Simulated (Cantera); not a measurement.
What does this Cantera script print?

```python
import numpy as np
import cantera as ct

gas_names = [...]  # 114 gases of nasa_gas.yaml made of C, Fe, H, O
cond_names = """
    C(gr) C6H6(L) C7H8(L) C8H18(L),n-octa Fe(a) Fe(c) Fe(d) Fe(L) FeC5O5(L) FeO(s) FeO(L) Fe(OH)2(s)
    Fe(OH)3(s) Fe2O3(s) Fe3O4(s) H2O(s) H2O(L)
""".split()


# ... load() reads the species with a 1 bar reference pressure and builds the phases ...
atoms = {
    'Fe3O4': {'Fe': 3, 'O': 4},
    'C': {'C': 1},
    'H2': {'H': 2},
}
top_T = {'C(gr)': 4500, 'Fe2O3(s)': 1830, 'Fe3O4(s)': 1870}  # K; cautious upper limits of use, not melting points


# ... equilibrate(T, P, feed) seeds the gas with the atoms and calls Mixture.equilibrate('TP', solver="vcs", rtol=1e-11, max_steps=5000) ...
results = []
feed = {'Fe3O4': 1, 'C': 0.61, 'H2': 4.2}  # mol
P = 590  # Pa
for T in [1475, 1525, 1575, 1625, 1675, 1725, 1775, 1825, 1875, 1925]:
    mix = equilibrate(T, P, feed)
    results.append((T, P, feed, dict(zip(mix.species_names, mix.species_moles))))

top = {s: max(r[3][s] / sum(r[3][g] for g in gas_names) for r in results) for s in gas_names}
cols = sorted((s for s in top if top[s] > 1e-06), key=lambda s: -top[s])[:8]
seen = [c for c in cond_names if any(r[3].get(c, 0) > 1e-12 for r in results)]
print("log10 of partial pressures in bar; condensed amounts in mol")
print(f"{'T/K':>10s}" + "".join(f"{s[:9]:>10s}" for s in cols + seen))
for T, P, feed, n in results:
    ng = sum(n[g] for g in gas_names)
    print(f"{T:10.4g}" + "".join(f"{np.log10(max(n[s] / ng * P / 1e5, 1e-99)):10.3f}" for s in cols)
          + "".join(f"{n.get(c, 0):10.4g}" for c in seen))
```

It prints:

```
log10 of partial pressures in bar; condensed amounts in mol
       T/K        H2       H2O        CO        Fe       CO2         H        OH       FeO     Fe(c)     Fe(d)     Fe(L)    FeO(s)    FeO(L)
      1475    -2.437    -2.826    -3.192    -7.059    -3.976    -6.105    -8.076    -9.895    0.9131         0         0     2.087         0
      1525    -2.443    -2.811    -3.190    -6.597    -3.988    -5.848    -7.724    -9.318    0.9539         0         0     2.046         0
      1575    -2.449    -2.797    -3.189    -6.165    -3.999    -5.606    -7.394    -8.780    0.9912         0         0     2.008         0
      1625    -2.455    -2.786    -3.187    -5.761    -4.010    -5.379    -7.085    -8.275     1.025         0         0     1.973         0
      1675    -2.457    -2.783    -3.184    -5.382    -4.031    -5.164    -6.805    -7.814         0      1.03         0         0     1.967
      1725    -2.456    -2.788    -3.181    -5.026    -4.059    -4.959    -6.550    -7.392         0     1.007         0         0     1.985
      1775    -2.455    -2.793    -3.179    -4.691    -4.088    -4.766    -6.310    -6.995         0    0.9793         0         0     2.004
      1825    -2.456    -2.798    -3.178    -4.378    -4.112    -4.584    -6.081    -6.621         0         0    0.9511         0     2.014
      1875    -2.462    -2.799    -3.180    -4.091    -4.131    -4.414    -5.860    -6.268         0         0    0.9236         0     2.008
      1925    -2.470    -2.803    -3.184    -3.819    -4.151    -4.254    -5.651    -5.934         0         0    0.8674         0     2.004
```

Method: chemical equilibrium by Gibbs-energy minimisation in Cantera with the NASA 1993 tables (ideal gas, pure condensed phases). Each liquid is taken as pure. Mutual solubility and eutectic melting of coexisting phases are not modelled. The tables' stoichiometric FeO is somewhat more stable than real wüstite, so its field is too wide. FeO: taken at fixed stoichiometry.
